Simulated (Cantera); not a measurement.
A perfectly stirred reactor is fed with 17.2 % C2H6, 82.8 % N2, at 20.0 Torr; it is held at 1200 K, and followed from long to short residence time.

Cantera simulation using GRI-Mech 3.0 (53 species, 325 reactions); the numbers are that mechanism's predictions, not measurements. GRI-Mech 3.0 stops at C3 and has no aromatics, soot or wall deposition, so with more carbon than oxygen in the feed, carbon stays in small species such as C2H2 where larger ones or solid carbon would form. Radical loss at walls, strong at low pressure, is not modelled.

Task: Predict: x(C2H6) at τ = 19.0 s; x(CH3) at τ = 19.0 s; x(C2H4) at τ = 19.0 s; x(C2H6) at τ = 0.330 s; x(CH3) at τ = 0.330 s; x(C2H4) at τ = 0.330 s.

Result: 
```json
{
  "x(C2H6) at τ = 19.0 s": "0.00119",
  "x(CH3) at τ = 19.0 s": "1.97e-5",
  "x(C2H4) at τ = 19.0 s": "0.0226",
  "x(C2H6) at τ = 0.330 s": "0.0379",
  "x(CH3) at τ = 0.330 s": "0.000106",
  "x(C2H4) at τ = 0.330 s": "0.0812"
}
```
